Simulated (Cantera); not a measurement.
Source: NASA polynomial tables (part measured, part estimated), evaluated in Cantera. Values are per mole of reaction as written; species without (g) are pure solids or liquids, kept so even where they would boil at 1 bar.

C2H6(g) + 3 Ca(OH)2 → 2 C + 3 Ca(g) + 6 H2O(g)

```csv
T (K),ΔH° (kJ),ΔS° (J/K),ΔG° (kJ),log10 K
623,…,…,…,…
673,2094.7,1068.3,1375.7,-106.77
723,…,…,…,…
773,2083.8,1053.3,1269.6,-85.79
823,2078.2,1046.2,1217.1,-77.25
873,…,…,…,…
```

Problem. Fill in the missing entries.

Solution. 
- 623, ΔH° (kJ): 2099.8
- 623, ΔS° (J/K): 1076.2
- 623, ΔG° (kJ): 1429.3
- 623, log10 K: -119.84
- 723, ΔH° (kJ): 2089.3
- 723, ΔS° (J/K): 1060.7
- 723, ΔG° (kJ): 1322.5
- 723, log10 K: -95.54
- 873, ΔH° (kJ): 2072.3
- 873, ΔS° (J/K): 1039.3
- 873, ΔG° (kJ): 1165.0
- 873, log10 K: -69.70
